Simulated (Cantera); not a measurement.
## Thermodynamics of carbothermic reduction, feed Cu2O + CH4 + N2

Feed: 1 mol Cu2O, 0.44 mol CH4, 0.17 mol N2, equilibrated at 11.0 Pa.

These are equilibrium values from Cantera (NASA tables, ideal gas, pure condensed phases), not measurements of a reactor. Candidate condensed phases: C, C6H6, C7H8, C8H18, Cu, CuO, Cu(OH)2, Cu2O, H2O; 139 gas species. Equilibrium is a limit: real reactors are often held back by kinetics, nucleation or transport.

```tsv
T (K)	log p Cu	log p H2	log p H2O	log p CO	log p H	log p CO2	log p N2	log p O	log p OH	n Cu(s)	n Cu(l)
1000	-10.81	-4.41	-4.59	-4.78	-10.85	-4.80	-4.90	<-15	-13.69	2.00	0
1100	-9.23	-4.43	-4.56	-4.73	-9.80	-4.86	-4.90	<-15	-12.28	2.00	0
1200	-7.91	-4.45	-4.53	-4.69	-8.93	-4.92	-4.90	-15.58	-11.11	2.00	0
1300	-6.80	-4.46	-4.52	-4.67	-8.19	-4.97	-4.90	-13.87	-10.13	2.00	0
1400	-5.87	-4.48	-4.51	-4.65	-7.55	-5.01	-4.91	-12.39	-9.28	0	1.98
1500	-5.08	-4.52	-4.52	-4.66	-7.01	-5.08	-4.94	-11.12	-8.56	0	1.88
1600	-4.40	-4.69	-4.68	-4.81	-6.61	-5.27	-5.10	-10.00	-8.00	0	1.15
1700	-4.20	-4.88	-4.85	-4.98	-6.27	-5.48	-5.27	-9.01	-7.52	0	0
1800	-4.20	-4.90	-4.85	-4.97	-5.90	-5.50	-5.27	-8.13	-7.02	0	0
1900	-4.21	-4.93	-4.85	-4.97	-5.56	-5.52	-5.28	-7.34	-6.58	0	0
2000	-4.21	-4.97	-4.88	-4.97	-5.27	-5.55	-5.29	-6.63	-6.19	0	0
2100	-4.23	-5.02	-4.96	-4.98	-5.02	-5.61	-5.30	-6.03	-5.88	0	0
2200	-4.25	-5.08	-5.14	-4.98	-4.79	-5.76	-5.33	-5.57	-5.71	0	0
```
log p: log10 of the partial pressure in bar; n: condensed amount in mol.

From 1000 K to 1300 K the condensed part is Cu(s). From 1400 K to 1600 K the condensed part is Cu(l). From 1700 K to 2200 K nothing is condensed. The main Cu-bearing gas is Cu throughout.
